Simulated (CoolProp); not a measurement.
Vapour-liquid equilibrium of o-xylene (1) + n-nonane (2) at 0.305 MPa; x and y are mole fractions of (1).

Values from CoolProp's multi-fluid Helmholtz-energy mixture model, Zhou 2012 and Lemmon 2006; pair parameters Bell 2016.

**Question.** Give the bubble temperature and the first vapour's composition at x = 0.35, 0.45, 0.55. Is there an azeotrope?

**Answer.** x = 0.35: 467.0 K, y = 0.389; x = 0.45: 466.2 K, y = 0.486; x = 0.55: 465.5 K, y = 0.579. y crosses x between x = 0.85 and 0.95: the model has an azeotrope there.

The pair parameters rest on a limited set of measurements; away from them the model extrapolates.
